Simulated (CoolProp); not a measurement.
The fluid at 293.15 K and 0.665 MPa flows at 0.32 m/s in a round tube of 100 mm bore and 45 µm roughness, fully developed (64/Re and Nu = 3.66 if laminar; Colebrook and Gnielinski if turbulent). The same conditions are run with several fluids, on thermodynamics alone (safety and materials aside).

Values from CoolProp's reference Helmholtz-energy equation of state of each fluid (R407C: Lemmon 2003; CF4 (R14): Platzer 1990; R13: Platzer 1990; oxygen: Schmidt 1985; carbon dioxide: Span 1996). The equations of Platzer and Polt are older, rougher fits. Blends and air are pseudo-pure fits.

```csv
fluid,Reynolds number,Darcy friction factor,pressure drop (Pa/m),heat-transfer coefficient (W/(m² K)),mass flow (kg/h)
R407C,70700,0.0212,0.291,23.3,243
CF4 (R14),45600,0.0228,0.287,17.3,223
R13,68700,0.0213,0.332,19.3,276
oxygen,13800,0.0292,0.131,10.4,79.4
carbon dioxide,27100,0.0252,0.161,12.0,113
```

Transport values come from each fluid's own correlations; those of CF4 (R14), R13 are estimates that may be off by 10 % or more.
